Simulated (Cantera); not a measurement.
Input (Python, Cantera):

```python
import numpy as np
import cantera as ct

gas = ct.Solution("gri30.yaml")
gas.TPX = 1550, 910000, {'CH4': 1, 'C2H6': 0.088, 'O2': 1.1, 'N2': 5.5, 'H2O': 0.5}
reactor = ct.IdealGasConstPressureReactor(gas, energy="on", clone=False)
net = ct.ReactorNet([reactor])
net.rtol, net.atol = 1e-08, 1e-16
show = ['CH4', 'C2H6', 'O2', 'OH', 'CO2', 'NO2', 'O']
times = np.geomspace(2e-06, 0.2, 16)

steps = ct.SolutionArray(gas, extra=["t"])
rows = []
print(f"{'t/s':>10s}{'T/K':>9s}{'P/Pa':>11s}" + "".join(f"{s:>11s}" for s in show))
for t in times:
    while net.time < t:
        t_next = net.step()
        steps.append(gas.state, t=t_next)
    rows.append([np.interp(t, steps.t, y) for y in (steps.T, steps.P, *steps(*show).X.T)])
    print(f"{t:10.3e}{rows[-1][0]:9.1f}{rows[-1][1]:11.4g}" + "".join(f"{x:11.3e}" for x in rows[-1][2:]))
rate = np.gradient(steps.T, steps.t)
print("integrator steps:", len(steps.t))
if steps.T.max() > steps.T[0] + 200:
    print(f"time of steepest temperature rise: {steps.t[rate.argmax()]:.4e} s")
gas.TPX = 1550, 910000, {'CH4': 1, 'C2H6': 0.088, 'O2': 1.1, 'N2': 5.5, 'H2O': 0.5}
gas.equilibrate("HP")
print(f"equilibrium (HP): T = {gas.T:.1f} K  " + "  ".join(f"{s} {gas[s].X[0]:.3e}" for s in show))
```

Result:

```
       t/s      T/K       P/Pa        CH4       C2H6         O2         OH        CO2        NO2          O
 2.000e-06   1549.4    9.1e+05  1.221e-01  1.066e-02  1.343e-01  4.358e-07  2.547e-08  1.527e-17  1.106e-07
 4.309e-06   1549.0    9.1e+05  1.220e-01  1.054e-02  1.342e-01  1.141e-06  2.501e-07  5.261e-16  2.502e-07
 9.283e-06   1549.6    9.1e+05  1.215e-01  1.028e-02  1.339e-01  2.133e-06  1.741e-06  1.321e-14  4.321e-07
 2.000e-05   1553.9    9.1e+05  1.199e-01  9.687e-03  1.327e-01  3.119e-06  7.572e-06  2.040e-13  6.131e-07
 4.309e-05   1574.5    9.1e+05  1.140e-01  8.059e-03  1.280e-01  6.721e-06  4.182e-05  3.342e-12  1.322e-06
 9.283e-05   2239.0    9.1e+05  1.439e-02  1.046e-04  1.709e-02  6.048e-04  8.266e-03  3.250e-10  4.721e-05
 2.000e-04   2370.2    9.1e+05  1.094e-03  1.719e-07  1.051e-06  3.187e-04  1.867e-02  3.162e-10  2.356e-06
 4.309e-04   2361.9    9.1e+05  1.007e-04  1.352e-09  8.568e-07  2.818e-04  1.784e-02  6.104e-10  2.125e-06
 9.283e-04   2360.8    9.1e+05  9.251e-08  6.576e-15  8.767e-07  2.846e-04  1.778e-02  7.455e-10  2.187e-06
 2.000e-03   2361.0    9.1e+05  1.220e-09  2.846e-19  8.802e-07  2.852e-04  1.778e-02  5.829e-10  2.195e-06
 4.309e-03   2361.2    9.1e+05  1.191e-09  2.721e-19  8.828e-07  2.857e-04  1.779e-02  3.953e-10  2.201e-06
 9.283e-03   2361.4    9.1e+05  1.177e-09  2.666e-19  8.847e-07  2.860e-04  1.779e-02  2.646e-10  2.205e-06
 2.000e-02   2361.4    9.1e+05  1.173e-09  2.649e-19  8.855e-07  2.862e-04  1.779e-02  2.101e-10  2.207e-06
 4.309e-02   2361.5    9.1e+05  1.172e-09  2.646e-19  8.857e-07  2.862e-04  1.779e-02  2.020e-10  2.208e-06
 9.283e-02   2361.5    9.1e+05  1.172e-09  2.646e-19  8.857e-07  2.862e-04  1.779e-02  2.018e-10  2.208e-06
 2.000e-01   2361.5    9.1e+05  1.172e-09  2.646e-19  8.857e-07  2.862e-04  1.779e-02  2.018e-10  2.208e-06
integrator steps: 1874
time of steepest temperature rise: 9.1333e-05 s
equilibrium (HP): T = 2361.5 K  CH4 1.323e-09  C2H6 3.256e-19  O2 8.857e-07  OH 2.862e-04  CO2 1.779e-02  NO2 2.018e-10  O 2.208e-06
```

Cantera simulation using GRI-Mech 3.0 (53 species, 325 reactions); the numbers are that mechanism's predictions, not measurements.
